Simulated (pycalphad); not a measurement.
All values are pycalphad results on the COST 507 light-alloy database (1999) (1 atm), not direct measurements. The database dates from 1999; later assessments differ in places, in temperatures and in the compounds included. Amounts are mole fractions of atoms.

Q: Give the equilibrium state of Cu-28Si (wt.%) at 517 °C.

A: CU19SI6_ETA, fraction 0.700, with 12.2 Si wt.%; DIAMOND_A4, fraction 0.300, with 100 Si wt.%.

Q: Give the equilibrium state of Cu-28Si (wt.%) at 997 °C.

A: 
```
T = 1270.00 K, P = 101325 Pa, N = 1 mol of atoms
G = -61769 J/mol, H = 41954 J/mol, S = 81.67 J/(mol K)  (SER reference)
chemical potentials (J/mol): Cu -77351, Si -44055
phase             fraction      x(Cu)      x(Si)
LIQUID              0.9320     0.5708     0.4292
DIAMOND_A4          0.0680       none     1.0000
```

Database names, with the compositions (at.%) that they take in these runs: CU19SI6_ETA: Cu 76 Si 24. DIAMOND_A4 is diamond (Si). An entry "none" or "no" means that the model of the phase leaves that element out.
